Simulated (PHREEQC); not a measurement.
Make-up at 25 °C: 0.018 mol/kgw HF, 0.0022 mol/kgw NaF and 0.016 mol/kgw H2SiF6. Closed to the air; pH follows from the charge balance.

The numbers come from PHREEQC with the ion-association model, wateq4f.dat.

Q: The ionic strength comes out as 0.0486 mol/kgw. What activity coefficients do SiF6-2, HF2-, H+, Na+, F- get?

A: SiF6-2 0.47, HF2- 0.81, H+ 0.86, Na+ 0.82, F- 0.81.

No solid was allowed to form. Complexes and solids missing from the database can't appear. SiF6-2 is the database's only silicon fluoride.
